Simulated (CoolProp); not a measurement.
Propyne at several states: Z from the reference equation and from simpler models built on Tc = 402.7 K, pc = 5.658 MPa, ω = 0.204; each cubic takes its own stable root.

Model: reference Helmholtz-energy equation of state, Polt 1992, in CoolProp. This equation is an older, rougher fit; its heat capacities, sound speeds and derivatives of the liquid may be far off and weren't checked against measurements.

```tsv
T (K)	p (MPa)	phase	reference	van der Waals	Soave-Redlich-Kwong	Peng-Robinson
383.1	31.8	liquid	0.7299	1.025	0.7790	0.6977
401.1	18.7	liquid	0.4615	0.6410	0.5080	0.4561
452.7	0.0247	gas	0.9989	0.9990	0.9990	0.9988
```
